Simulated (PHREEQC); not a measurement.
0.29 g of hydrous ferric oxide (600 m²/g; 0.2 weak and 0.005 strong sites per Fe, Dzombak-Morel constants, diffuse double layer) in 1 kg of water with 0.005 mol/kgw of an inert sodium salt and 3.1e-05 mol CuCl2 and 1.1e-05 mol MnCl2, at 25 °C; the pH is set by adding NaOH or the inert anion's acid. No oxygen is let in. CO2 from the air is kept out. Precipitation was switched off in this run.

The series has 13 steps of pH, from 3 to 11.

Computed with PHREEQC (ion-association model, wateq4f.dat).

Q: Near which pH is half of the Cu sorbed, and on which side is more sorbed?

A: Near pH 5.1, with more sorbed at higher pH.

Q: Near which pH is half of the Mn sorbed, and on which side is more sorbed?

A: Near pH 7.3, with more sorbed at higher pH.

Complexes and solids missing from the database can't appear. The database's constant for dissolved Cu(OH)2 is higher than later reviews accept. The oxide is taken as insoluble; below pH 4 it would dissolve.
